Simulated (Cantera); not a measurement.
A closed system holds: 1 mol MgO, 0.032 mol I2, 1.4 mol N2, equilibrated at 1300 K and 0.100 bar.

These are equilibrium values from Cantera (NASA tables, ideal gas, pure condensed phases), not measurements of a reactor. Candidate condensed phases: I2, Mg, MgI2, MgO; 17 gas species. Kinetics and transport are ignored.

Task: What is the equilibrium state?

Result: x(N2): 0.957
x(I): 0.0422
x(I2): 0.000796
n(MgO(s)): 1.00 mol
gas amount: 1.463 mol
log10 activity of I2(l) (absent): -6.34
log10 activity of MgI2(l) (absent): -8.25
log10 activity of Mg(l) (absent): -13.85
